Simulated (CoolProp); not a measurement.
n-undecane along the isobar 2.28 MPa: fugacity coefficient from the reference equation and from simpler models built on Tc = 638.8 K, pc = 1.990 MPa, ω = 0.539; each cubic takes its own stable root.

The numbers come from the reference Helmholtz-energy equation of state, Aleksandrov 2011 in CoolProp. It is a short technical equation, of lower accuracy than the large ones.

```json
[
 {"T (K)": "456", "phase": "liquid", "reference": "0.03519", "Redlich-Kwong": "0.09767", "Peng-Robinson": "0.03626"},
 {"T (K)": "469.4", "phase": "liquid", "reference": "0.04860", "Redlich-Kwong": "0.1207", "Peng-Robinson": "0.05015"},
 {"T (K)": "482.7", "phase": "liquid", "reference": "0.06530", "Redlich-Kwong": "0.1464", "Peng-Robinson": "0.06752"},
 {"T (K)": "496.1", "phase": "liquid", "reference": "0.08594", "Redlich-Kwong": "0.1753", "Peng-Robinson": "0.08906"},
 {"T (K)": "509.4", "phase": "liquid", "reference": "0.1106", "Redlich-Kwong": "0.2068", "Peng-Robinson": "0.1148"},
 {"T (K)": "522.7", "phase": "liquid", "reference": "0.1396", "Redlich-Kwong": "0.2409", "Peng-Robinson": "0.1452"},
 {"T (K)": "536.1", "phase": "liquid", "reference": "0.1734", "Redlich-Kwong": "0.2778", "Peng-Robinson": "0.1807"},
 {"T (K)": "549.4", "phase": "liquid", "reference": "0.2115", "Redlich-Kwong": "0.3165", "Peng-Robinson": "0.2208"},
 {"T (K)": "562.8", "phase": "liquid", "reference": "0.2545", "Redlich-Kwong": "0.3575", "Peng-Robinson": "0.2659"},
 {"T (K)": "576.1", "phase": "liquid", "reference": "0.3016", "Redlich-Kwong": "0.3996", "Peng-Robinson": "0.3151"},
 {"T (K)": "589.5", "phase": "liquid", "reference": "0.3529", "Redlich-Kwong": "0.4431", "Peng-Robinson": "0.3685"}
]
```
